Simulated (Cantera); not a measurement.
# Adiabatic ignition

An adiabatic, constant-volume homogeneous reactor starts with H2 : O2 : N2 = 1 : 0.385 : 3.1 (molar parts), at 1698 K and 0.950 bar.

Model: the H2/O2 subset of GRI-Mech 3.0, which has no nitrogen chemistry, integrated in Cantera.

```csv
t (s),T (K),P (bar),x H2,x O2,x O,x H2O,x H2O2,x H
1.00e-6,1698,0.950,0.223,0.0858,1.34e-7,4.76e-7,1.09e-8,1.31e-6
2.47e-6,1698,0.950,0.223,0.0858,9.19e-7,6.61e-6,4.73e-8,8.08e-6
6.12e-6,1698,0.950,0.222,0.0856,3.68e-5,0.000352,1.81e-7,0.000317
1.52e-5,1846,1.03,0.0599,0.0153,0.0154,0.113,5.47e-7,0.0884
3.75e-5,2171,1.18,0.0624,0.0104,0.0121,0.126,2.17e-7,0.0630
9.28e-5,2526,1.35,0.0636,0.00634,0.00685,0.143,1.22e-7,0.0373
0.000230,2775,1.46,0.0616,0.00339,0.00327,0.158,1.30e-7,0.0213
0.000569,2825,1.48,0.0609,0.00280,0.00263,0.162,1.36e-7,0.0184
0.00141,2826,1.48,0.0609,0.00279,0.00263,0.162,1.36e-7,0.0183
0.00348,2826,1.48,0.0609,0.00279,0.00263,0.162,1.36e-7,0.0183
0.00862,2826,1.48,0.0609,0.00279,0.00263,0.162,1.36e-7,0.0183
0.0213,2826,1.48,0.0609,0.00279,0.00263,0.162,1.36e-7,0.0183
0.0528,2826,1.48,0.0609,0.00279,0.00263,0.162,1.36e-7,0.0183
0.131,2826,1.48,0.0609,0.00279,0.00263,0.162,1.36e-7,0.0183
0.323,2826,1.48,0.0609,0.00279,0.00263,0.162,1.36e-7,0.0183
0.800,2826,1.48,0.0609,0.00279,0.00263,0.162,1.36e-7,0.0183
```
x: mole fraction; the columns are a selection and need not sum to one.

```
Quantity                                                            Result
---------------------------------  ---------------------------------------
time of steepest temperature rise                                  12.4 µs
temperature at 0.800 s                                              2826 K
equilibrium temperature                                             2826 K
x(H2) at 0.800 s                     0.0609 (gas-phase equilibrium 0.0609)
x(O2) at 0.800 s                   0.00279 (gas-phase equilibrium 0.00279)
x(O) at 0.800 s                    0.00263 (gas-phase equilibrium 0.00263)
```
